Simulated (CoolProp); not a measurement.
Computed with CoolProp (reference Helmholtz-energy equation of state, Lemmon 2006). It is a short technical equation, of lower accuracy than the large ones.

Q: For carbon monoxide, give the phase and the density (kg/m³), speed of sound (m/s), Joule-Thomson coefficient (K/MPa) at 222.3 K and 43.7 bar; 222.3 K and 65.6 bar.

A: 
- 222.3 K and 43.7 bar: supercritical; density 71.0, speed of sound 305, Joule-Thomson coefficient 3.75
- 222.3 K and 65.6 bar: supercritical; density 109, speed of sound 310, Joule-Thomson coefficient 3.32
